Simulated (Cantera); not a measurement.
An adiabatic, constant-pressure homogeneous reactor starts with 8.62 % CO, 4.83 % H2, 18.2 % O2, 68.4 % N2, equivalence ratio 0.37, at 1725 K and 0.987 atm.

Computed with Cantera and GRI-Mech 3.0 (53 species, 325 reactions).

Task: Predict: time of steepest temperature rise; temperature at 2.00 s; equilibrium temperature; x(CO) at 2.00 s; x(H2) at 2.00 s; x(O2) at 2.00 s; x(NO) at 2.00 s; x(H) at 2.00 s; x(H2O2) at 2.00 s.

Result: 
```json
{
 "time_of_steepest_temperature_rise": "13.8 µs",
 "temperature at 2.00 s": "2516 K",
 "equilibrium_temperature": "2516 K",
 "x(CO) at 2.00 s": "0.00974 (gas-phase equilibrium 0.00974)",
 "x(H2) at 2.00 s": "0.000871 (gas-phase equilibrium 0.000871)",
 "x(O2) at 2.00 s": "0.114 (gas-phase equilibrium 0.114)",
 "x(NO) at 2.00 s": "0.0167 (gas-phase equilibrium 0.0167)",
 "x(H) at 2.00 s": "0.000801 (gas-phase equilibrium 0.000801)",
 "x(H2O2) at 2.00 s": "1.12e-7 (gas-phase equilibrium 1.12e-7)"
}
```
